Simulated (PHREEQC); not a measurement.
Solution (80 °C): 79 mmol/kgw H2SO4, 0.031 mmol/kgw CuSO4 and 0.27 mmol/kgw CuCl2. Closed to the air; pH follows from the charge balance.

Computed with PHREEQC (ion-association model, phreeqc.dat).

This is a speciation only: nothing precipitates in the calculation.

Task: What pH, specific conductance, density does the model give?

Result: pH 1.16; specific conductance 70700 µS/cm; density 0.976 g/cm³.

Task: In which forms is S present?

Result: HSO4- 93 %, SO4-2 7.4 % of the S.

At this temperature some constants are extrapolated from 25 °C, and those without enthalpy data are left unchanged.
